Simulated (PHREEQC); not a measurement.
Dissolve 0.0012 mol HF, 0.002 mol ZnSO4 and 0.00026 mol MnSO4 per kg of water at 4 °C. Closed to the air; pH follows from the charge balance.

Equilibrium calculation in PHREEQC: ion-association model, phreeqc.dat.

Question: The ionic strength comes out as 0.00833 mol/kgw. What activity coefficients do Mn+2, HF2-, F-, HSO4-, ZnF+ get?

Answer: Mn+2 0.70, HF2- 0.91, F- 0.91, HSO4- 0.91, ZnF+ 0.91.

This is a speciation only: nothing precipitates in the calculation. Species that the database lacks are ignored. At this temperature some constants are extrapolated from 25 °C, and those without enthalpy data are left unchanged.
